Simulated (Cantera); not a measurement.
Formation from one mole of O2

Standard-state values (1 bar) from the NASA 1993 polynomials, evaluated with Cantera. Values are per mole of reaction as written; species without (g) are pure solids or liquids, kept so even where they would boil at 1 bar.

2 Pb + O2(g) = 2 PbO

```tsv
T (K)	ΔH° (kJ)	ΔS° (J/K)	ΔG° (kJ)	log10 K
1973	-351.4	-130.4	-94.0	2.49
2023	-349.7	-129.6	-87.5	2.26
2073	-347.9	-128.7	-81.1	2.04
2123	-346.2	-127.9	-74.7	1.84
2173	-344.5	-127.1	-68.3	1.64
2223	-342.8	-126.3	-62.0	1.46
2273	-341.1	-125.6	-55.7	1.28
2323	-339.4	-124.9	-49.4	1.11
2373	-337.8	-124.2	-43.2	0.95
2423	-336.2	-123.5	-37.0	0.80
```

1.333 V + O2(g) = 0.6667 V2O3

```
T (K)  ΔH° (kJ)  ΔS° (J/K)  ΔG° (kJ)  log10 K  condensed phases
-----  --------  ---------  --------  -------  ----------------
1973     -783.3     -147.9    -491.5    13.01     V(s), V2O3(s)
2023     -782.3     -147.4    -484.1    12.50     V(s), V2O3(s)
2073     -781.3     -146.9    -476.7    12.01     V(s), V2O3(s)
2123     -780.2     -146.4    -469.4    11.55     V(s), V2O3(s)
2173     -779.2     -145.9    -462.1    11.11     V(s), V2O3(s)
2223     -808.8     -159.4    -454.4    10.68     V(l), V2O3(s)
2273     -807.8     -159.0    -446.4    10.26     V(l), V2O3(s)
2323     -806.9     -158.6    -438.5     9.86     V(l), V2O3(s)
2373     -728.3     -125.0    -431.6     9.50     V(l), V2O3(l)
2423     -728.1     -124.9    -425.4     9.17     V(l), V2O3(l)
```

1.2 Ti + O2(g) = 0.4 Ti3O5

```
T (K)  ΔH° (kJ)  ΔS° (J/K)  ΔG° (kJ)  log10 K  condensed phases
-----  --------  ---------  --------  -------  ----------------
1973     -979.0     -170.3    -643.1    17.02   Ti(l), Ti3O5(s)
2023     -978.5     -170.0    -634.5    16.38   Ti(l), Ti3O5(s)
2073     -909.4     -136.3    -626.8    15.79   Ti(l), Ti3O5(l)
2123     -908.7     -136.0    -620.0    15.25   Ti(l), Ti3O5(l)
2173     -908.1     -135.7    -613.2    14.74   Ti(l), Ti3O5(l)
2223     -907.4     -135.4    -606.4    14.25   Ti(l), Ti3O5(l)
2273     -906.8     -135.1    -599.7    13.78   Ti(l), Ti3O5(l)
2323     -906.2     -134.9    -592.9    13.33   Ti(l), Ti3O5(l)
2373     -905.6     -134.6    -586.2    12.90   Ti(l), Ti3O5(l)
2423     -905.0     -134.3    -579.5    12.49   Ti(l), Ti3O5(l)
```

V + O2(g) = VO2(g)

```tsv
T (K)	ΔH° (kJ)	ΔS° (J/K)	ΔG° (kJ)	log10 K	condensed phases
1973	-252.4	11.7	-275.6	7.30	V(s)
2023	-253.5	11.2	-276.2	7.13	V(s)
2073	-254.6	10.7	-276.7	6.97	V(s)
2123	-255.7	10.1	-277.2	6.82	V(s)
2173	-256.9	9.6	-277.7	6.68	V(s)
2223	-281.1	-1.4	-277.8	6.53	V(l)
2273	-282.4	-2.0	-277.7	6.38	V(l)
2323	-283.7	-2.6	-277.6	6.24	V(l)
2373	-285.1	-3.2	-277.5	6.11	V(l)
2423	-286.5	-3.8	-277.3	5.98	V(l)
```
